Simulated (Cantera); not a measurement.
A Cantera script and what it prints.

```python
import numpy as np
import cantera as ct

gas_names = """
    AL ALC ALH ALN ALO ALOH ALO2 ALO2H AL2 AL2O AL2O2 C CH CH2 CH3 CH2OH CH3O CH4 CH3OH CN CO CO2 COOH
    C2 C2H CHCO,ketyl C2H2,acetylene C2H2,vinylidene CH2CO,ketene C2H3,vinyl CH3CN CH3CO,acetyl C2H4
    C2H4O,ethylen CH3CHO,ethanal CH3COOH (HCOOH)2 C2H5 C2H6 CH3OCH3 C2H5OH CCN CNC C2N2 C2O C3
    C3H3,propargyl C3H4,allene C3H4,propyne C3H4,cyclo- C3H5,allyl C3H6,propylene C3H6,cyclo- C3H6O
    C3H7,n-propyl C3H7,i-propyl C3H8 C3H8O,1propanol C3H8O,2propanol C3O2 C4 C4H2 C4H4,1,3-cyclo-
    C4H6,butadiene C4H6,2-butyne C4H6,cyclo- C4H8,1-butene C4H8,cis2-buten C4H8,tr2-butene
    C4H8,isobutene C4H8,cyclo- (CH3COOH)2 C4H9,n-butyl C4H9,i-butyl C4H9,s-butyl C4H9,t-butyl
    C4H10,isobutane C4H10,n-butane C4N2 C5 C5H6,1,3cyclo- C5H8,cyclo- C5H10,1-pentene C5H10,cyclo-
    C5H11,pentyl C5H11,t-pentyl C5H12,n-pentane C5H12,i-pentane CH3C(CH3)2CH3 C6H2 C6H5,phenyl
    C6H5O,phenoxy C6H6 C6H5OH,phenol C6H10,cyclo- C6H12,1-hexene C6H12,cyclo- C6H13,n-hexyl C7H7,benzyl
    C7H8 C7H8O,cresol C7H14,1-heptene C7H15,n-heptyl C7H16,n-heptane C8H8,styrene C8H10,ethylbenz
    C8H16,1-octene C8H17,n-octyl C8H18,isooctane C8H18,n-octane C9H19,n-nonyl C10H8,naphthale
    C10H21,n-decyl C12H9,o-bipheny C12H10,bipheny H HALO HCN HCO HCCN HNC HNCO HNO HNO2 HNO3 HO2 H2
    HCHO,formaldehy HCOOH H2O H2O2 N NCO NH NH2 NH3 NH2OH NO NO2 NO3 N2 N2H2 N2H4 N2O O OH O2 O3
""".split()
cond_names = """
    AL(cr) AL(L) ALN(s) AL2O3(a) AL2O3(L) C(gr) C6H6(L) C7H8(L) C8H18(L),n-octa H2O(s) H2O(L)
""".split()


def load(file, names, dense=False):
    # The tables refer to 1 bar. Condensed volumes are neglected.
    table = {s.name: s for s in ct.Species.list_from_file(file)}
    out = []
    for n in names:
        d = dict(table[n].input_data)
        d["thermo"] = dict(d["thermo"], **{"reference-pressure": 1e5})
        if dense:
            d["equation-of-state"] = {"model": "constant-volume", "density": "1e6 g/cm^3"}
        out.append(ct.Species.from_dict(d))
    return out


gas = ct.Solution(thermo="ideal-gas", species=load("nasa_gas.yaml", gas_names))
cond = {s.name: ct.Solution(thermo="fixed-stoichiometry", species=[s], name=s.name)
        for s in load("nasa_condensed.yaml", cond_names, dense=True)}
atoms = {
    'Al(CH3)3': {'AL': 1, 'C': 3, 'H': 9},
    'H2O': {'H': 2, 'O': 1},
    'N2': {'N': 2},
}
top_T = {'ALN(s)': 2750, 'C(gr)': 4500}  # K; cautious upper limits of use, not melting points


def equilibrate(T, P, feed):
    n = {}
    for name, mol in feed.items():
        for a, k in atoms[name].items():
            n[a] = n.get(a, 0.0) + k * mol
    gas.TPX = T, P, n
    mass = sum(n.values()) * gas.mean_molecular_weight
    gas.equilibrate("TP")
    valid = [c for c in cond.values() if c.min_temp <= T <= top_T.get(c.name, c.max_temp)]
    mix = ct.Mixture([(gas, mass / gas.mean_molecular_weight)] + [(c, 0.0) for c in valid])
    mix.T, mix.P = T, P
    mix.equilibrate("TP", solver="vcs", rtol=1e-11, max_steps=5000)
    return mix


results = []
feed = {'Al(CH3)3': 1, 'H2O': 0.54, 'N2': 29}  # mol
P = 20  # Pa
for T in [1375, 1400, 1425, 1450, 1475, 1500, 1525, 1550, 1575, 1600, 1625, 1650]:
    mix = equilibrate(T, P, feed)
    results.append((T, P, feed, dict(zip(mix.species_names, mix.species_moles))))

top = {s: max(r[3][s] / sum(r[3][g] for g in gas_names) for r in results) for s in gas_names}
cols = sorted((s for s in top if top[s] > 0.001), key=lambda s: -top[s])[:5]
seen = [c for c in cond_names if any(r[3].get(c, 0) > 1e-12 for r in results)]
print("log10 of partial pressures in bar; condensed amounts in mol")
print(f"{'T/K':>10s}" + "".join(f"{s[:9]:>10s}" for s in cols + seen))
for T, P, feed, n in results:
    ng = sum(n[g] for g in gas_names)
    print(f"{T:10.4g}" + "".join(f"{np.log10(max(n[s] / ng * P / 1e5, 1e-99)):10.3f}" for s in cols)
          + "".join(f"{n.get(c, 0):10.4g}" for c in seen))
```

Result:

```
log10 of partial pressures in bar; condensed amounts in mol
       T/K        N2        H2        CO        AL         H    ALN(s)     C(gr)
      1375    -3.777    -4.529    -5.499   -10.339    -7.730         1     2.455
      1400    -3.777    -4.530    -5.499    -9.906    -7.578         1     2.454
      1425    -3.777    -4.530    -5.499    -9.489    -7.431    0.9999     2.453
      1450    -3.777    -4.530    -5.499    -9.086    -7.289    0.9999     2.451
      1475    -3.777    -4.530    -5.499    -8.696    -7.152    0.9997     2.449
      1500    -3.777    -4.530    -5.499    -8.320    -7.020    0.9992     2.447
      1525    -3.777    -4.531    -5.499    -7.957    -6.891    0.9981     2.445
      1550    -3.777    -4.531    -5.499    -7.605    -6.767    0.9957     2.442
      1575    -3.777    -4.532    -5.499    -7.265    -6.647    0.9907     2.438
      1600    -3.777    -4.533    -5.500    -6.935    -6.531    0.9801     2.435
      1625    -3.778    -4.534    -5.500    -6.616    -6.419    0.9584     2.431
      1650    -3.778    -4.536    -5.501    -6.306    -6.310     0.915     2.426
```

Cantera equilibrium calculation (NASA polynomials, part measured and part estimated; ideal gas, pure solids and liquids). The feed counts by its element totals alone.
